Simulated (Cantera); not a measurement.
Input: 1 mol AlI3, 4.3 mol NH3, 230 mol H2, 2.3 mol N2, equilibrated at 1250 °C and 1000 Pa.

These are equilibrium values from Cantera (NASA tables, ideal gas, pure condensed phases), not measurements of a reactor. Candidate condensed phases: Al, AlI3, AlN, I2; 19 gas species. Rates play no part.

Base state: H2 0.970, N2 0.0171, I 0.00811, HI 0.00239, AlI 0.00183, H 0.000228 (mole fractions); condensed: AlN(s).

### Question
What changes in the equilibrium state with this change: N2 from 2.3 to 11 mol?

### Answer
```csv
species,before,after
H2,0.970,0.937
N2,0.0171,0.0508
I,0.00811,0.00838
AlI,0.00183,0.00110
H,0.000228,0.000224
HI,0.00239,0.00243
"AlN(s), mol",0.554,0.723
```
